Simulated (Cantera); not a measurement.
Feed: 1 mol LiOH, a varied amount of H₂O, 4.9 mol O₂, equilibrated at 1350 K and 61.0 Pa.

Cantera equilibrium calculation (NASA polynomials, part measured and part estimated; ideal gas, pure solids and liquids). Candidate condensed phases: H₂O, Li, LiH, LiOH, Li₂O; 17 gas species. Rates play no part.

**Question.** At 1.3 mol H₂O, list the 5 most abundant gas species with their mole fractions, and the condensed phases.

**Answer.** O₂ 0.690, H₂O 0.197, LiOH 0.113, OH 0.000220, Li₂O 8.99e-5. Condensed: Li₂O(s).
